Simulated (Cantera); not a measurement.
A closed system holds: 1 mol BF3, 1.8 mol H2, at 950 K and 1.00 bar.

Equilibrium computed with Cantera from the NASA thermochemical tables; the gas is ideal and each condensed phase is pure. Candidate condensed phases: B; 20 gas species. Kinetics and transport are ignored.

Question: What is the equilibrium state?

Answer: 
```
Item                                 Value
-------------------------------  ---------
x(H2)                                0.642
x(BF3)                               0.356
x(HF)                             0.000760
x(BHF2)                           0.000760
gas amount                       2.800 mol
log10 activity of B(s) (absent)      -4.84
```
